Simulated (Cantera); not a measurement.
Cantera with NASA thermochemical tables; ideal gases at 1 bar, condensed phases pure. Values are per mole of reaction as written; species without (g) are pure solids or liquids, kept so even where they would boil at 1 bar.

Question: Between 898 and 1573 K, where is each reaction favourable under standard conditions?
- H₂(g) + Li₂O ⇌ H₂O(g) + 2 Li(g)

Answer: 
- H₂(g) + Li₂O ⇌ H₂O(g) + 2 Li(g): ΔG° is 415 kJ at 898 K and 237 kJ at 1573 K; it stays positive (K < 1). ΔH° is 636 kJ and ΔS° 253 J/K at 1573 K.
